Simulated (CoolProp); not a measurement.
Vapour-liquid equilibrium of n-decane (1) + n-dodecane (2) at 89.9 kPa; x and y are mole fractions of (1).

Model: multi-fluid Helmholtz-energy mixture model, Lemmon 2006 and Lemmon 2004; pair parameters Bell 2016, in CoolProp.

```csv
x,"bubble temperature, mixture model (°C)","bubble temperature, Raoult's law (°C)","y, mixture model","y, Raoult's law"
0.05,208.3,208.0,[?],0.124
0.2,199.9,199.2,[?],0.410
0.35,192.4,191.8,0.590,0.606
0.5,185.8,185.5,0.735,0.746
0.65,180.2,180.0,0.840,0.848
0.8,[?],175.1,0.920,0.924
0.95,170.8,170.8,0.982,0.983
```

Task: Some entries are withheld; supply them.

Result: 
- 0.05, y, mixture model: 0.113
- 0.2, y, mixture model: 0.390
- 0.8, bubble temperature, mixture model (°C): 175.2

The largest gap from Raoult's law is +0.7 K in bubble temperature, at x = 0.2. No azeotrope shows between x = 0.05 and 0.95.

The pair parameters rest on a limited set of measurements; away from them the model extrapolates.
